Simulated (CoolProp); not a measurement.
Vapour-liquid equilibrium of 1-butene (1) + n-butane (2) at 9.36 bar; x and y are mole fractions of (1).

Computed with CoolProp (multi-fluid Helmholtz-energy mixture model, Lemmon 2005 and Bücker 2006; pair parameters Bell 2016).

| x | bubble temperature (K) | y at the bubble point | dew temperature at overall composition x (K) | liquid density (mol/L) |
|---|---|---|---|---|
| 0.05 | 349.2 | 0.057 | 349.2 | 8.735 |
| 0.2 | 347.9 | 0.224 | 348.1 | 8.837 |
| 0.35 | 346.6 | 0.383 | 346.8 | 8.940 |
| 0.5 | 345.3 | 0.535 | 345.6 | 9.043 |
| 0.65 | 344.2 | 0.679 | 344.4 | 9.149 |
| 0.8 | 343.2 | 0.818 | 343.3 | 9.256 |
| 0.95 | 342.3 | 0.955 | 342.3 | 9.366 |

No azeotrope shows between x = 0.05 and 0.95.

The pair parameters rest on a limited set of measurements; away from them the model extrapolates.
